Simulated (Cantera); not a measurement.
## Adiabatic ignition

An adiabatic, constant-pressure homogeneous reactor starts with 1.99 % CH4, 0.129 % C2H6, 0.557 % C3H8, 19.5 % O2, 73.4 % N2, 4.38 % CO2, at 1375 K and 2180 Torr.

Detailed kinetics in Cantera: GRI-Mech 3.0 (53 species, 325 reactions).

```csv
t (s),T (K),x CH4,x C2H6,x C3H8,x NO,x CH2CO,x H,x HO2
6.00e-6,1375,0.0199,0.00129,0.00555,<1e-12,1.25e-9,2.29e-7,8.20e-6
1.51e-5,1375,0.0199,0.00129,0.00552,<1e-12,2.14e-8,4.20e-7,1.95e-5
3.82e-5,1375,0.0198,0.00129,0.00535,<1e-12,5.95e-7,1.08e-6,2.76e-5
9.62e-5,1378,0.0193,0.00139,0.00468,1.48e-12,1.27e-5,2.24e-6,4.26e-5
0.000243,1887,3.64e-12,<1e-12,<1e-12,2.35e-6,7.65e-10,0.00186,2.87e-5
0.000612,2114,<1e-12,<1e-12,<1e-12,2.46e-5,<1e-12,2.46e-5,3.15e-6
0.00154,2117,<1e-12,<1e-12,<1e-12,3.94e-5,<1e-12,1.74e-5,3.08e-6
0.00389,2117,<1e-12,<1e-12,<1e-12,7.53e-5,<1e-12,1.74e-5,3.08e-6
0.00981,2116,<1e-12,<1e-12,<1e-12,0.000166,<1e-12,1.74e-5,3.07e-6
0.0247,2116,<1e-12,<1e-12,<1e-12,0.000390,<1e-12,1.73e-5,3.07e-6
0.0624,2115,<1e-12,<1e-12,<1e-12,0.000936,<1e-12,1.71e-5,3.05e-6
0.157,2112,<1e-12,<1e-12,<1e-12,0.00217,<1e-12,1.67e-5,3.01e-6
0.397,2107,<1e-12,<1e-12,<1e-12,0.00442,<1e-12,1.60e-5,2.93e-6
1.00,2103,<1e-12,<1e-12,<1e-12,0.00664,<1e-12,1.53e-5,2.86e-6
```
x: mole fraction; the columns are a selection and need not sum to one.

```
Quantity                                                           Value
---------------------------------  -------------------------------------
time of steepest temperature rise                               0.229 ms
temperature at 1.00 s                                             2103 K
equilibrium temperature                                           2101 K
x(CH4) at 1.00 s                   <1e-12 (gas-phase equilibrium <1e-12)
x(C2H6) at 1.00 s                  <1e-12 (gas-phase equilibrium <1e-12)
x(C3H8) at 1.00 s                  <1e-12 (gas-phase equilibrium <1e-12)
```
